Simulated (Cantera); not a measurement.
Charge: 1 mol C2H4, 1.1 mol O2, at 21.8 Torr.

Equilibrium computed with Cantera from the NASA thermochemical tables; the gas is ideal and each condensed phase is pure. Candidate condensed phases: C, C6H6, C7H8, C8H18, H2O; 131 gas species. Ions and electrons are included (thermal ionisation). The numbers say what is thermodynamically allowed, not how fast it happens. All values below are at 5000 K.

Base state: H 0.631, CO 0.295, O 0.0521, C 0.0205, H2 0.000280, e- 5.33e-5, C+ 4.49e-5, OH 4.30e-5 (mole fractions); condensed: gas only.

Question: What changes in the equilibrium state with this change: O2 from 1.1 to 0.13 mol?

Answer: 
| species | before | after |
|---|---|---|
| H | 0.631 | 0.667 |
| C | 0.0205 | 0.287 |
| CO | 0.295 | 0.0428 |
| O | 0.0521 | 0.000540 |
| C3 | 7.87e-9 | 2.16e-5 |
| C2 | 8.14e-6 | 0.00160 |
| OH | 4.30e-5 | 4.70e-7 |
